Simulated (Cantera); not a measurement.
Charge: 1 mol FeS₂, 35 mol H₂, 0.46 mol H₂O, held at 44.0 Pa.

Equilibrium computed with Cantera from the NASA thermochemical tables; the gas is ideal and each condensed phase is pure. Candidate condensed phases: Fe, FeO, Fe(OH)₂, Fe(OH)₃, FeS, FeSO₄, FeS₂, Fe₂O₃, Fe₂(SO₄)₃, Fe₃O₄, H₂O, H₂SO₄, S; 22 gas species. Metal and sulfide melt together well below either melting point, which pure phases cannot show. Mutual solubility and eutectic melting of coexisting phases are not modelled. FeS: taken at fixed stoichiometry. The numbers say what is thermodynamically allowed, not how fast it happens.

x: gas mole fraction; n: condensed amount in mol.

```json
[
 {"T (°C)": "1027", "x H₂": "0.964", "x S₂": "0.00547", "x H₂S": "0.0166", "x H₂O": "0.0129", "x SH": "0.000471", "x H": "5.18e-5", "n FeS(s)": "1.000", "n Fe(γ)": "0"},
 {"T (°C)": "1052", "x H₂": "0.965", "x S₂": "___", "x H₂S": "___", "x H₂O": "0.0129", "x SH": "___", "x H": "___", "n FeS(s)": "1.000", "n Fe(γ)": "0"},
 {"T (°C)": "1077", "x H₂": "0.966", "x S₂": "0.00683", "x H₂S": "0.0136", "x H₂O": "0.0129", "x SH": "0.000679", "x H": "0.000112", "n FeS(s)": "1.000", "n Fe(γ)": "0"},
 {"T (°C)": "1102", "x H₂": "0.966", "x S₂": "0.00743", "x H₂S": "___", "x H₂O": "0.0129", "x SH": "___", "x H": "___", "n FeS(s)": "0.999", "n Fe(γ)": "0"},
 {"T (°C)": "1127", "x H₂": "0.967", "x S₂": "0.00797", "x H₂S": "0.0111", "x H₂O": "0.0129", "x SH": "0.000930", "x H": "0.000228", "n FeS(s)": "0.999", "n Fe(γ)": "0"},
 {"T (°C)": "1152", "x H₂": "0.962", "x S₂": "0.0117", "x H₂S": "0.0116", "x H₂O": "0.0128", "x SH": "0.00126", "x H": "0.000319", "n FeS(s)": "0.690", "n Fe(γ)": "0.307"},
 {"T (°C)": "1177", "x H₂": "0.954", "x S₂": "0.0184", "x H₂S": "0.0127", "x H₂O": "0.0127", "x SH": "0.00175", "x H": "0.000440", "n FeS(s)": "0.140", "n Fe(γ)": "0.856"},
 {"T (°C)": "1202", "x H₂": "0.952", "x S₂": "0.0205", "x H₂S": "0.0118", "x H₂O": "0.0126", "x SH": "0.00205", "x H": "0.000603", "n FeS(s)": "0", "n Fe(γ)": "0.993"}
]
```

Q: Some entries are withheld; supply them.

A: 
- 1102, x H₂S: 0.0123
- 1102, x SH: 0.000799
- 1102, x H: 0.000161
- 1052, x S₂: 0.00617
- 1052, x H₂S: 0.0151
- 1052, x SH: 0.000569
- 1052, x H: 7.66e-5
